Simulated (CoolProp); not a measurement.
Vapour-liquid equilibrium of benzene (1) + toluene (2) at 401.2 K; x and y are mole fractions of (1).

Computed with CoolProp (multi-fluid Helmholtz-energy mixture model, Thol 2012 and Lemmon 2006; pair parameters Bell 2016).

| x | bubble pressure, mixture model (MPa) | bubble pressure, Raoult's law (MPa) | y, mixture model | y, Raoult's law |
|---|---|---|---|---|
| 0.05 | 0.1718 | 0.1723 | 0.100 | 0.105 |
| 0.125 | 0.1862 | 0.1873 | 0.231 | 0.242 |
| 0.2 | 0.2008 | 0.2023 | 0.345 | 0.358 |
| 0.275 | 0.2155 | 0.2173 | 0.444 | 0.459 |
| 0.35 | 0.2303 | 0.2323 | 0.531 | 0.546 |
| 0.425 | 0.2452 | 0.2473 | 0.608 | 0.623 |
| 0.5 | 0.2602 | 0.2623 | 0.678 | 0.691 |
| 0.575 | 0.2753 | 0.2773 | 0.740 | 0.751 |
| 0.65 | 0.2905 | 0.2924 | 0.796 | 0.806 |
| 0.725 | 0.3058 | 0.3074 | 0.847 | 0.855 |
| 0.8 | 0.3211 | 0.3224 | 0.893 | 0.899 |
| 0.875 | 0.3365 | 0.3374 | 0.936 | 0.940 |
| 0.95 | 0.3520 | 0.3524 | 0.975 | 0.977 |

The largest gap from Raoult's law is -0.9 % in bubble pressure, at x = 0.35. No azeotrope shows between x = 0.05 and 0.95.

Pair parameters are fitted to limited data, so mixtures are less certain than the pure fluids.
